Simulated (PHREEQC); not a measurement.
## Ultrapure water in contact with air or piping: an equilibrium model

Synthetic water in mmol/kgw, 25 °C, pH 6.94, pe 11.6:

| constituent | mmol/kgw |
|---|---|
| Na | 0.0018 |
| K | 0.000456 |
| Ca | 0.0025 |
| Mg | 0.000473 |
| Cl | 0.00103 |
| S(6) | 0.000724 |
| Alkalinity (meq/kgw) | 0.00607 |
| Pb | 4.55e-05 |
| N(5) | 1.13e-05 |
| Zn | 1.13e-06 |

Valence states are taken as typed.

Computed with PHREEQC (ion-association model, phreeqc.dat).

- ionic strength: 1.23e-5 mol/kgw
- charge-balance error: -1.6 %

```tsv
species	molality	activity	log γ
HCO3-	6.08e-6	6.06e-6	-0.002
Ca+2	2.50e-6	2.46e-6	-0.007
Na+	1.80e-6	1.79e-6	-0.002
CO2	1.56e-6	1.56e-6	0.000
Cl-	1.03e-6	1.03e-6	-0.002
SO4-2	7.24e-7	7.12e-7	-0.007
```

No solid was allowed to form. Species that the database lacks are ignored.
